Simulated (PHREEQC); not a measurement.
Leach liquor (model solution)

Consider water at 60 °C with 0.23 mol HCl, 0.00013 mol Al2(SO4)3 and 0.00019 mol MnSO4 per kg of water. Closed to the air; pH follows from the charge balance.

Equilibrium calculation in PHREEQC: ion-association model, phreeqc.dat.

- pH = 0.75
- ionic strength = 0.232 mol/kgw
- activity of water = 0.992
- specific conductance = 143000 µS/cm
- density = 0.987 g/cm³
- total alkalinity = -230 meq/kg

```csv
species,molality,activity,log γ
Cl-,0.230,0.158,-0.162
H+,0.230,0.179,-0.107
HSO4-,0.000541,0.000392,-0.139
Al+3,0.000258,2.79e-5,-0.966
Mn+2,0.000149,4.34e-5,-0.535
MnCl+,3.92e-5,2.80e-5,-0.146
SO4-2,3.73e-5,9.56e-6,-0.591
MnCl2,1.84e-6,1.94e-6,0.023
AlSO4+,1.80e-6,1.27e-6,-0.152
MnSO4,1.27e-7,1.34e-7,0.023
```

Precipitation was switched off in this run. Constants without temperature data keep their 25 °C values here.
